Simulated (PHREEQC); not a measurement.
Consider water at 25 °C with 0.026 mol MgSO4 and 0.0037 mol NaHCO3 per kg of water. Closed to the air; pH follows from the charge balance.

Equilibrium calculation in PHREEQC: ion-association model, phreeqc.dat.

```tsv
quantity	before	after
pH	7.86	9.12
ionic strength (mol/kgw)	0.0648	0.0647
HCO3- (mol/kgw)	0.00327	0.00244
CO2 (mol/kgw)	8.21e-5	3.32e-6
CO3-2 (mol/kgw)	2.04e-5	0.000281
```

Q: What was changed between the two runs?
(A) diluted 5-fold with water
(B) 0.00059 mol/kgw HCl added
(C) temperature from 25 to 75 °C
(D) NaHCO3 replaced by (NH4)2CO3 at the same molality
(E) MgSO4 left out

A: D, NaHCO3 replaced by (NH4)2CO3 at the same molality

Precipitation was switched off in this run.
